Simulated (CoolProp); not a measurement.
Vapour-liquid equilibrium of R125 (1) + fluoroethane (R161) (2) at 251.8 K; x and y are mole fractions of (1).

Model: multi-fluid Helmholtz-energy mixture model, Lemmon 2005 and Wu 2012; pair parameters Bell 2016, in CoolProp.

| x | bubble pressure, mixture model (MPa) | bubble pressure, Raoult's law (MPa) | y, mixture model | y, Raoult's law |
|---|---|---|---|---|
| 0.05 | [?] | 0.2080 | 0.070 | 0.077 |
| 0.2 | [?] | 0.2258 | 0.282 | 0.284 |
| 0.35 | [?] | 0.2436 | [?] | 0.461 |
| 0.5 | 0.2672 | 0.2614 | [?] | 0.613 |
| 0.65 | 0.2871 | 0.2791 | 0.748 | 0.747 |
| 0.8 | 0.3039 | 0.2969 | [?] | 0.864 |
| 0.95 | 0.3172 | 0.3147 | 0.961 | 0.968 |

Question: Fill in the missing entries.

Answer: 
- 0.05, bubble pressure, mixture model (MPa): 0.2064
- 0.2, bubble pressure, mixture model (MPa): 0.2238
- 0.35, bubble pressure, mixture model (MPa): 0.2452
- 0.35, y, mixture model: 0.471
- 0.5, y, mixture model: 0.625
- 0.8, y, mixture model: 0.854

The largest gap from Raoult's law is +2.9 % in bubble pressure, at x = 0.65. No azeotrope shows between x = 0.05 and 0.95.

The pair parameters rest on a limited set of measurements; away from them the model extrapolates. The gap from Raoult's law changes sign with composition, which may be real or a fault of the pair parameters; it wasn't checked against measurements.
